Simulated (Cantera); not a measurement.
Input: 1 mol Al, a varied amount of H2O, 2.7 mol N2, held at 1123.15 K and 700 Pa.

These are equilibrium values from Cantera (NASA tables, ideal gas, pure condensed phases), not measurements of a reactor. Candidate condensed phases: Al, AlN, Al2O3, H2O; 35 gas species. The numbers say what is thermodynamically allowed, not how fast it happens.

x: gas mole fraction; n: condensed amount in mol.

| n(H2O) (mol) | x H2O | x N2 | x H2 | x H | x NH3 | x OH | n Al2O3(s) |
|---|---|---|---|---|---|---|---|
| 2.6 | 0.208 | 0.509 | 0.283 | 2.72e-7 | 2.11e-7 | 1.03e-9 | 0.500 |
| 3.1 | 0.276 | 0.466 | 0.259 | 2.60e-7 | 1.76e-7 | 1.43e-9 | 0.500 |
| 3.8 | 0.354 | 0.415 | 0.231 | 2.45e-7 | 1.40e-7 | 1.94e-9 | 0.500 |
| 4.5 | 0.417 | 0.375 | 0.208 | 2.33e-7 | 1.14e-7 | 2.40e-9 | 0.500 |
| 5.4 | 0.481 | 0.333 | 0.185 | 2.20e-7 | 9.03e-8 | 2.94e-9 | 0.500 |
| 6.5 | ? | ? | ? | 2.06e-7 | ? | ? | 0.500 |
| 7.9 | 0.604 | 0.255 | 0.142 | 1.92e-7 | 5.27e-8 | 4.22e-9 | 0.500 |
| 9.4 | 0.653 | 0.223 | 0.124 | 1.80e-7 | 4.05e-8 | 4.88e-9 | 0.500 |
| 11 | 0.693 | 0.197 | 0.109 | 1.69e-7 | 3.16e-8 | 5.51e-9 | 0.500 |
| 14 | 0.749 | 0.162 | 0.0898 | 1.53e-7 | 2.12e-8 | 6.57e-9 | 0.500 |
| 16 | 0.775 | 0.144 | 0.0802 | 1.45e-7 | 1.69e-8 | 7.20e-9 | 0.500 |
| 20 | 0.815 | ? | ? | 1.31e-7 | ? | ? | 0.500 |
| 24 | 0.843 | 0.101 | 0.0562 | 1.21e-7 | 8.31e-9 | 9.35e-9 | 0.500 |

Question: Complete the blanks.

Answer: 
- 20, x N2: 0.119
- 20, x H2: 0.0661
- 20, x NH3: 1.15e-8
- 20, x OH: 8.34e-9
- 6.5, x H2O: 0.543
- 6.5, x N2: 0.293
- 6.5, x H2: 0.163
- 6.5, x NH3: 7.00e-8
- 6.5, x OH: 3.54e-9
